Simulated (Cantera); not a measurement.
An adiabatic, constant-volume homogeneous reactor starts with CH₄ : CO : O₂ : N₂ = 1 : 0.086 : 1.86 : 6.98 (molar parts), equivalence ratio 1.1, at 950 K and 6.10 bar. Integrator tolerance rtol = 1e-08.

Cantera simulation using GRI-Mech 3.0 (53 species, 325 reactions); the numbers are that mechanism's predictions, not measurements. Below about 1000 K GRI-Mech 3.0 lacks low-temperature oxidation paths.

Problem. What does this change do: constant pressure in place of constant volume?

Solution. 
| quantity | before | after |
|---|---|---|
| time of steepest temperature rise | 0.495 s | 0.507 s |
| temperature at 3.00 s | 2900 K | 2620 K |
| equilibrium temperature | 2900 K | 2620 K |
| x(CH₄) at 3.00 s | <1e-12 (gas-phase equilibrium <1e-12) | <1e-12 (gas-phase equilibrium <1e-12) |
| x(CO) at 3.00 s | 0.0429 (gas-phase equilibrium 0.0429) | 0.0350 (gas-phase equilibrium 0.0350) |
| x(O₂) at 3.00 s | 0.00588 (gas-phase equilibrium 0.00588) | 0.00320 (gas-phase equilibrium 0.00320) |
| x(HO₂) at 3.00 s | 6.59e-6 (gas-phase equilibrium 6.59e-6) | 1.76e-6 (gas-phase equilibrium 1.76e-6) |
| x(CH₂O) at 3.00 s | 5.42e-9 (gas-phase equilibrium 5.42e-9) | 1.15e-9 (gas-phase equilibrium 1.15e-9) |
| x(HCO) at 3.00 s | 2.36e-7 (gas-phase equilibrium 2.36e-7) | 5.02e-8 (gas-phase equilibrium 5.02e-8) |

Problem. What does this change do: pressure from 6.10 bar to 1.00 bar?

Solution. 
```tsv
quantity	before	after
time of steepest temperature rise	0.495 s	not reached
temperature at 3.00 s	2900 K	961 K
equilibrium temperature	2900 K	2778 K
x(CH₄) at 3.00 s	<1e-12 (gas-phase equilibrium <1e-12)	0.0995 (gas-phase equilibrium <1e-12)
x(CO) at 3.00 s	0.0429 (gas-phase equilibrium 0.0429)	0.00888 (gas-phase equilibrium 0.0477)
x(O₂) at 3.00 s	0.00588 (gas-phase equilibrium 0.00588)	0.186 (gas-phase equilibrium 0.00920)
x(HO₂) at 3.00 s	6.59e-6 (gas-phase equilibrium 6.59e-6)	1.61e-6 (gas-phase equilibrium 4.44e-6)
x(CH₂O) at 3.00 s	5.42e-9 (gas-phase equilibrium 5.42e-9)	0.000473 (gas-phase equilibrium 1.15e-9)
x(HCO) at 3.00 s	2.36e-7 (gas-phase equilibrium 2.36e-7)	2.98e-11 (gas-phase equilibrium 8.74e-8)
```

Problem. What does this change do: CH4 1 to 0.38 parts?

Solution. 
| quantity | before | after |
|---|---|---|
| time of steepest temperature rise | 0.495 s | 0.402 s |
| temperature at 3.00 s | 2900 K | 2141 K |
| equilibrium temperature | 2900 K | 2141 K |
| x(CH₄) at 3.00 s | <1e-12 (gas-phase equilibrium <1e-12) | <1e-12 (gas-phase equilibrium <1e-12) |
| x(CO) at 3.00 s | 0.0429 (gas-phase equilibrium 0.0429) | 0.000164 (gas-phase equilibrium 0.000164) |
| x(O₂) at 3.00 s | 0.00588 (gas-phase equilibrium 0.00588) | 0.110 (gas-phase equilibrium 0.110) |
| x(HO₂) at 3.00 s | 6.59e-6 (gas-phase equilibrium 6.59e-6) | 5.14e-6 (gas-phase equilibrium 5.14e-6) |
| x(CH₂O) at 3.00 s | 5.42e-9 (gas-phase equilibrium 5.42e-9) | <1e-12 (gas-phase equilibrium <1e-12) |
| x(HCO) at 3.00 s | 2.36e-7 (gas-phase equilibrium 2.36e-7) | 4.64e-12 (gas-phase equilibrium 4.64e-12) |
